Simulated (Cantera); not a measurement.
**Transport properties of process gases**

Gas mixture: 24.2 % C3H8, 26.4 % C2H6, 49.5 % CO2, at 0.000592 atm, frozen composition.

Cantera's kinetic-theory transport with the Lennard-Jones parameters of GRI-Mech 3.0, ideal gas; thermal conductivity in the multicomponent form. The composition is frozen, though it would react at the higher temperatures.

| T (K) | ρ (kg/m³) | cp (J/kg/K) | μ (µPa s) | λ (mW/m/K) | Pr | D (cm²/s) OH | D (cm²/s) N2 | D (cm²/s) O |
|---|---|---|---|---|---|---|---|---|
| 400 | 0.000728 | 1495 | 15.2 | 29.0 | 0.782 | 621 | 406 | 634 |
| 600 | 0.000485 | 1935 | 21.5 | 52.8 | 0.786 | 1260 | 830 | 1290 |
| 800 | 0.000364 | 2264 | 26.9 | 77.3 | 0.787 | 2060 | 1360 | 2110 |
| 1000 | 0.000291 | 2514 | 31.7 | 101 | 0.787 | 3010 | 1990 | 3070 |
| 1200 | 0.000243 | 2692 | 36.0 | 123 | 0.786 | 4080 | 2700 | 4170 |
| 1400 | 0.000208 | 2834 | 40.1 | 145 | 0.785 | 5280 | 3500 | 5400 |
| 1600 | 0.000182 | 2947 | 43.9 | 165 | 0.785 | 6600 | 4370 | 6740 |
D: mixture-averaged diffusion coefficient of that species in the mixture.
